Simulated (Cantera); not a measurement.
What does this Cantera script print?

```python
import numpy as np
import cantera as ct

gas = ct.Solution("gri30.yaml")
gas.TPX = 1498, 98000, {'CH4': 1, 'H2O': 1.5}
reactor = ct.IdealGasConstPressureReactor(gas, energy="off", clone=False)
net = ct.ReactorNet([reactor])
net.rtol, net.atol = 1e-08, 1e-18
show = ['CH4', 'H2O', 'CO2', 'CH2CO', 'CH2O']
times = np.geomspace(0.0005, 4, 14)

steps = ct.SolutionArray(gas, extra=["t"])
rows = []
print(f"{'t/s':>10s}{'T/K':>9s}{'P/Pa':>11s}" + "".join(f"{s:>11s}" for s in show))
for t in times:
    while net.time < t:
        t_next = net.step()
        steps.append(gas.state, t=t_next)
    rows.append([np.interp(t, steps.t, y) for y in (steps.T, steps.P, *steps(*show).X.T)])
    print(f"{t:10.3e}{rows[-1][0]:9.1f}{rows[-1][1]:11.4g}" + "".join(f"{x:11.3e}" for x in rows[-1][2:]))
rate = np.gradient(steps.T, steps.t)
print("integrator steps:", len(steps.t))
if steps.T.max() > steps.T[0] + 200:
    print(f"time of steepest temperature rise: {steps.t[rate.argmax()]:.4e} s")
gas.TPX = 1498, 98000, {'CH4': 1, 'H2O': 1.5}
gas.equilibrate("TP")
print(f"equilibrium (TP): T = {gas.T:.1f} K  " + "  ".join(f"{s} {gas[s].X[0]:.3e}" for s in show))
```

Output:

```
       t/s      T/K       P/Pa        CH4        H2O        CO2      CH2CO       CH2O
 5.000e-04   1498.0    9.8e+04  3.996e-01  6.000e-01  1.209e-12  1.847e-12  1.842e-07
 9.982e-04   1498.0    9.8e+04  3.991e-01  5.999e-01  2.197e-11  3.145e-11  5.170e-07
 1.993e-03   1498.0    9.8e+04  3.982e-01  5.998e-01  3.576e-10  5.233e-10  1.363e-06
 3.978e-03   1498.0    9.8e+04  3.960e-01  5.995e-01  5.609e-09  8.956e-09  3.271e-06
 7.942e-03   1498.0    9.8e+04  3.909e-01  5.982e-01  7.462e-08  1.360e-07  6.122e-06
 1.585e-02   1498.0    9.8e+04  3.800e-01  5.944e-01  6.813e-07  1.383e-06  7.430e-06
 3.165e-02   1498.0    9.8e+04  3.595e-01  5.858e-01  4.077e-06  6.839e-06  6.289e-06
 6.319e-02   1498.0    9.8e+04  3.261e-01  5.704e-01  1.942e-05  1.636e-05  4.687e-06
 1.261e-01   1498.0    9.8e+04  2.786e-01  5.482e-01  8.608e-05  2.582e-05  3.235e-06
 2.518e-01   1498.0    9.8e+04  2.194e-01  5.197e-01  3.604e-04  3.298e-05  2.082e-06
 5.027e-01   1498.0    9.8e+04  1.569e-01  4.857e-01  1.351e-03  3.685e-05  1.266e-06
 1.004e+00   1498.0    9.8e+04  1.058e-01  4.469e-01  4.151e-03  3.628e-05  7.541e-07
 2.004e+00   1498.0    9.8e+04  7.939e-02  4.024e-01  9.439e-03  2.998e-05  4.713e-07
 4.000e+00   1498.0    9.8e+04  7.269e-02  3.504e-01  1.550e-02  2.008e-05  3.142e-07
integrator steps: 1204
equilibrium (TP): T = 1498.0 K  CH4 2.811e-06  H2O 9.919e-02  CO2 1.192e-02  CH2CO 1.610e-11  CH2O 6.151e-08
```

Model: GRI-Mech 3.0 (53 species, 325 reactions), integrated in Cantera.
